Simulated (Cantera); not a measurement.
What does this Cantera script print?

```python
import numpy as np
import cantera as ct

gas_names = [...]  # 95 gases of nasa_gas.yaml made of C, F, H
cond_names = """
    C(gr) C6H6(L) C7H8(L) C8H18(L),n-octa
""".split()


# ... load() reads the species with a 1 bar reference pressure and builds the phases ...
atoms = {
    'c-C4F8': {'C': 4, 'F': 8},
    'CH4': {'C': 1, 'H': 4},
    'H2': {'H': 2},
}
top_T = {'C(gr)': 4500}  # K; cautious upper limits of use, not melting points


# ... equilibrate(T, P, feed) seeds the gas with the atoms and calls Mixture.equilibrate('TP', solver="vcs", rtol=1e-11, max_steps=5000) ...
results = []
feed = {'c-C4F8': 1, 'CH4': 0.0097, 'H2': 5.6}  # mol
T = 2150  # K
P = 12000  # Pa
mix = equilibrate(T, P, feed)
results.append((T, P, feed, dict(zip(mix.species_names, mix.species_moles))))
print(gas.report(threshold=1e-06))
for i in range(1, mix.n_phases):
    print(f"{mix.phase(i).name:16s} {mix.phase_moles(i):12.5e} mol")
```

Result:

```
       temperature   2150 K
          pressure   12000 Pa
           density   0.011374 kg/m^3
  mean mol. weight   16.943 kg/kmol
   phase of matter   gas

                          1 kg             1 kmol
                     ---------------   ---------------
          enthalpy       -9.8575e+06       -1.6702e+08  J
   internal energy       -1.0913e+07        -1.849e+08  J
           entropy             14643        2.4809e+05  J/K
    Gibbs function       -4.1339e+07       -7.0042e+08  J
 heat capacity c_p            2030.1             34397  J/K
 heat capacity c_v            1539.4             26083  J/K

                      mass frac. Y      mole frac. X     chem. pot. / RT
                     ---------------   ---------------   ---------------
    C2H2,acetylene         0.0004916        0.00031989           -29.478
                 F        2.0197e-05        1.8012e-05           -30.627
                 H        0.00029434         0.0049476           -11.817
                HF           0.97954           0.82957           -42.444
                H2          0.019649           0.16514           -23.635
     [  +90 minor]        4.8609e-06         3.094e-06

C(gr)             4.00349e+00 mol
```

Equilibrium computed with Cantera from the NASA thermochemical tables; the gas is ideal and each condensed phase is pure. The feed counts by its element totals alone.
